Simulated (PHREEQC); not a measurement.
A solution holds 0.0042 mol/kgw HCl, 0.00039 mol/kgw CuSO4 and 3.3e-05 mol/kgw CuCl2, at 65 °C. Closed to the air; pH follows from the charge balance.

The numbers come from PHREEQC with the ion-association model, phreeqc.dat.

The ionic strength comes out as 0.00545 mol/kgw. What activity coefficients do H+, HSO4-, Cu+2, Cl-, SO4-2 get?

H+ 0.93, HSO4- 0.92, Cu+2 0.72, Cl- 0.92, SO4-2 0.72.

This is a speciation only: nothing precipitates in the calculation. Constants without temperature data keep their 25 °C values here.
